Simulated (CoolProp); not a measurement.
Vapour-liquid equilibrium of cyclohexane (1) + ethylbenzene (2) at 0.863 MPa; x and y are mole fractions of (1).

The numbers come from the multi-fluid Helmholtz-energy mixture model, Zhou 2014 and Zhou 2012; pair parameters Bell 2016 in CoolProp.

Problem. Give the bubble temperature and the first vapour's composition at x = 0.05, 0.35, 0.65. Is there an azeotrope?

Solution. x = 0.05: 507.0 K, y = 0.113; x = 0.35: 480.0 K, y = 0.583; x = 0.65: 461.8 K, y = 0.824. No azeotrope shows between x = 0.05 and 0.95.

Pair parameters are fitted to limited data, so mixtures are less certain than the pure fluids.
